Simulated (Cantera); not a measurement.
An isothermal, constant-pressure homogeneous reactor starts with C₂H₆ : N₂ = 1 : 9.2 (molar parts), at 2000 K and 100.0 Torr.

Detailed kinetics in Cantera: GRI-Mech 3.0 (53 species, 325 reactions). GRI-Mech 3.0 stops at C3 and has no aromatics, soot or wall deposition, so with more carbon than oxygen in the feed, carbon stays in small species such as C2H2 where larger ones or solid carbon would form.

Q: Predict: x(H) at 4.00 s; x(CH₂) at 4.00 s; x(C₂H₂) at 4.00 s; x(C₂H₄) at 4.00 s.

A: 
- x(H) at 4.00 s = 0.00181 (gas-phase equilibrium 0.00181)
- x(CH₂) at 4.00 s = 9.33e-8 (gas-phase equilibrium 7.42e-8)
- x(C₂H₂) at 4.00 s = 0.0816 (gas-phase equilibrium 0.0311)
- x(C₂H₄) at 4.00 s = 1.19e-5 (gas-phase equilibrium 4.52e-6)
